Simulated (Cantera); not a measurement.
Cantera run:

```python
import numpy as np
import cantera as ct

gas_names = """
    VO2 NO2 N2 NH3 H
""".split()
cond_names = """
    V2O5(s) V2O5(L) V2O3(s) V2O3(L)
""".split()


# ... load() reads the species with a 1 bar reference pressure and builds the phases ...
species = {s.name: s for s in load("nasa_gas.yaml", gas_names) + load("nasa_condensed.yaml", cond_names)}
# Each term lists the table entries of one substance; the one whose range holds T is used.
reactions = {
    '8 VO2(g) + 2 NO2(g) = N2(g) + 4 V2O5':
        [(-8, ['VO2']), (-2, ['NO2']), (1, ['N2']), (4, ['V2O5(s)', 'V2O5(L)'])],
    'V2O5 + NH3(g) = 3 H(g) + V2O3 + NO2(g)':
        [(-1, ['V2O5(s)', 'V2O5(L)']), (-1, ['NH3']), (3, ['H']), (1, ['V2O3(s)', 'V2O3(L)']), (1, ['NO2'])],
}


def pick(names, T):
    return next(species[n] for n in names if species[n].thermo.min_temp <= T <= species[n].thermo.max_temp)


results = []
for label, terms in reactions.items():
    print(label)
    print("     T/K   dH/kJ  dS/(J/K)   dG/kJ   log10 K")
    for T in [300, 1100, 1175, 1250, 1325, 1400, 1475, 1550, 1625, 1700, 1775]:
        used = [(nu, pick(names, T)) for nu, names in terms]
        dH = sum(nu * s.thermo.h(T) for nu, s in used) / 1e6
        dS = sum(nu * s.thermo.s(T) for nu, s in used) / 1e3
        dG = dH - T * dS / 1e3
        logK = -dG * 1e6 / (ct.gas_constant * T * np.log(10))
        results.append((label, T, dH, dS, dG, logK, [s.name for _, s in used]))
        print(f"{T:8g} {dH:8.1f} {dS:8.1f} {dG:8.1f} {logK:8.2f}")
```

It prints:

```
8 VO2(g) + 2 NO2(g) = N2(g) + 4 V2O5
     T/K   dH/kJ  dS/(J/K)   dG/kJ   log10 K
     300  -4409.5  -1887.8  -3843.2   669.14
    1100  -3991.7  -1367.5  -2487.4   118.11
    1175  -3973.7  -1351.7  -2385.4   106.04
    1250  -3955.9  -1337.1  -2284.6    95.47
    1325  -3938.3  -1323.4  -2184.9    86.13
    1400  -3920.9  -1310.6  -2086.1    77.83
    1475  -3903.6  -1298.5  -1988.2    70.41
    1550  -3886.4  -1287.1  -1891.3    63.73
    1625  -3869.3  -1276.4  -1795.2    57.70
    1700  -3852.3  -1266.1  -1699.8    52.23
    1775  -3835.4  -1256.4  -1605.2    47.24
V2O5 + NH3(g) = 3 H(g) + V2O3 + NO2(g)
     T/K   dH/kJ  dS/(J/K)   dG/kJ   log10 K
     300   1066.0    359.4    958.2  -166.83
    1100   1017.4    320.9    664.4   -31.55
    1175   1018.0    321.4    640.3   -28.46
    1250   1018.7    322.0    616.2   -25.75
    1325   1019.5    322.6    592.0   -23.34
    1400   1020.4    323.3    567.8   -21.18
    1475   1021.4    324.0    543.5   -19.25
    1550   1022.6    324.8    519.1   -17.49
    1625   1023.8    325.6    494.8   -15.90
    1700   1025.2    326.4    470.3   -14.45
    1775   1026.8    327.3    445.8   -13.12
```

Source: NASA polynomial tables (part measured, part estimated), evaluated in Cantera. Condensed species are held in their standard states even where they would react or evaporate.
